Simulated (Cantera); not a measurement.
An isothermal, constant-pressure homogeneous reactor starts with NH3 : N2 = 1 : 12 (molar parts), at 2350 K and 0.400 bar.

Computed with Cantera and the gas-phase N/H chemistry of the illustrative SiF4/NH3 mechanism in the Surface Chemkin manual (1991). Walls and surfaces, which speed up NH3 decomposition in real reactors, are not modelled.

x: mole fraction; the columns are a selection and need not sum to one.

```tsv
t (s)	x NH3	x NH	x H2	x N2	x NH2	x N2H2
3.00e-5	0.0764	…	0.000249	0.923	0.000476	9.75e-8
0.000115	0.0749	…	0.00143	0.922	0.00139	1.23e-6
0.000438	0.0692	…	0.00939	0.920	0.00135	1.74e-6
0.00168	0.0513	…	0.0348	0.913	0.000845	1.12e-6
0.00641	0.0170	…	0.0828	0.899	0.000340	3.09e-7
0.0245	0.000240	…	0.106	0.892	1.60e-5	2.39e-9
0.0936	6.88e-7	…	0.104	0.890	1.32e-7	1.13e-12
0.358	1.66e-7	4.18e-8	0.104	0.890	3.29e-8	<1e-12
1.37	1.55e-7	3.90e-8	0.104	0.890	3.06e-8	<1e-12
5.23	1.55e-7	3.90e-8	0.104	0.890	3.06e-8	<1e-12
20.0	1.55e-7	3.90e-8	0.104	0.890	3.06e-8	<1e-12
```

Problem. Fill in the missing entries.

Solution. 
- 3.00e-5, x NH: 3.89e-6
- 0.000115, x NH: 2.36e-5
- 0.000438, x NH: 4.18e-5
- 0.00168, x NH: 4.90e-5
- 0.00641, x NH: 3.72e-5
- 0.0245, x NH: 6.84e-6
- 0.0936, x NH: 1.63e-7
